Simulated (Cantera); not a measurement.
Source: NASA polynomial tables (part measured, part estimated), evaluated in Cantera. Values are per mole of reaction as written; species without (g) are pure solids or liquids, kept so even where they would boil at 1 bar.

3 PbCl2(g) + 3 H2O(g) = 3 Pb + O3(g) + 6 HCl(g)

```tsv
T (K)	ΔH° (kJ)	ΔS° (J/K)	ΔG° (kJ)	log10 K
2023	909.4	125.5	655.4	-16.92
2048	910.3	126.0	652.3	-16.64
2073	911.3	126.5	649.1	-16.36
2098	912.3	127.0	646.0	-16.08
2123	…	…	…	…
2148	914.4	127.9	639.6	-15.55
2173	…	…	…	…
2198	…	…	…	…
2223	917.6	129.4	630.0	-14.80
2248	…	…	…	…
2273	919.8	130.4	623.5	-14.33
```

Question: Fill in the missing entries.

Answer: 
- 2123, ΔH° (kJ): 913.4
- 2123, ΔS° (J/K): 127.4
- 2123, ΔG° (kJ): 642.8
- 2123, log10 K: -15.82
- 2173, ΔH° (kJ): 915.5
- 2173, ΔS° (J/K): 128.4
- 2173, ΔG° (kJ): 636.4
- 2173, log10 K: -15.30
- 2198, ΔH° (kJ): 916.5
- 2198, ΔS° (J/K): 128.9
- 2198, ΔG° (kJ): 633.2
- 2198, log10 K: -15.05
- 2248, ΔH° (kJ): 918.7
- 2248, ΔS° (J/K): 129.9
- 2248, ΔG° (kJ): 626.7
- 2248, log10 K: -14.56
